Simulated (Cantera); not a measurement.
A perfectly stirred reactor is fed with H2 : O2 : N2 = 0.31 : 1 : 2.7 (molar parts), equivalence ratio 0.15, at 0.0267 bar; it is held at 1325 K, and followed from long to short residence time.

Detailed kinetics in Cantera: the H2/O2 subset of GRI-Mech 3.0, which has no nitrogen chemistry. Radical loss at walls, strong at low pressure, is not modelled. The temperature is held fixed by assumption; the heat of reaction is taken as removed at once.

**Question.** Predict: x(H2) at τ = 12.0 s; x(O2) at τ = 12.0 s; x(H2O) at τ = 12.0 s; x(HO2) at τ = 12.0 s; x(O) at τ = 12.0 s; x(H2) at τ = 56.0 ms; x(O2) at τ = 56.0 ms; x(H2O) at τ = 56.0 ms; x(HO2) at τ = 56.0 ms; x(O) at τ = 56.0 ms.

**Answer.** 
```
Item                      Value
---------------------  --------
x(H2) at τ = 12.0 s     7.52e-5
x(O2) at τ = 12.0 s       0.219
x(H2O) at τ = 12.0 s     0.0800
x(HO2) at τ = 12.0 s    5.10e-7
x(O) at τ = 12.0 s     0.000353
x(H2) at τ = 56.0 ms    0.00209
x(O2) at τ = 56.0 ms      0.213
x(H2O) at τ = 56.0 ms    0.0728
x(HO2) at τ = 56.0 ms   2.30e-6
x(O) at τ = 56.0 ms      0.0104
```
